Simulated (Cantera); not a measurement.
Charge: 1 mol HMDSO, 0.63 mol CO₂, 82 mol H₂, held at 625 °C and 4.70 mbar.

These are equilibrium values from Cantera (NASA tables, ideal gas, pure condensed phases), not measurements of a reactor. Candidate condensed phases: C, C₆H₆, C₇H₈, C₈H₁₈, H₂O, Si, SiC, SiO₂; 123 gas species. The feed counts by its element totals alone. Equilibrium is a limit: real reactors are often held back by kinetics, nucleation or transport.

Base state: H₂ 0.998, CH₄ 0.00150 (mole fractions); condensed: C(graphite) + SiC(s) + SiO₂(β-quartz).

### Question
What changes in the equilibrium state with this change: CO₂ from 0.63 to 20 mol?

### Answer
```csv
species,before,after
H₂,0.998,0.719
CO,4.14e-7,0.187
H₂O,4.91e-9,0.0586
CO₂,<1e-9,0.0354
CH₄,0.00150,2.12e-5
"C(graphite), mol",5.62,0
"SiC(s), mol",0.870,0
"SiO₂(β-quartz), mol",1.13,2.00
```
